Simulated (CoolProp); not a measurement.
A Linde-Hampson liquefier for normal hydrogen: isothermal reversible compression at 230 K from 1 atm to 40 MPa, throttling to 1 atm, return gas leaving the recuperator 2 K below the feed. Each further row changes one setting.

Values from CoolProp's reference Helmholtz-energy equation of state, Leachman 2009.

```json
[
 {"case": "as stated", "compression work (kJ/kg of gas)": "5950"},
 {"case": "high pressure 80 MPa", "compression work (kJ/kg of gas)": "6920"},
 {"case": "warm-end temperature 260 K", "compression work (kJ/kg of gas)": "6700"},
 {"case": "warm-end gap 7 K", "compression work (kJ/kg of gas)": "5950"}
]
```
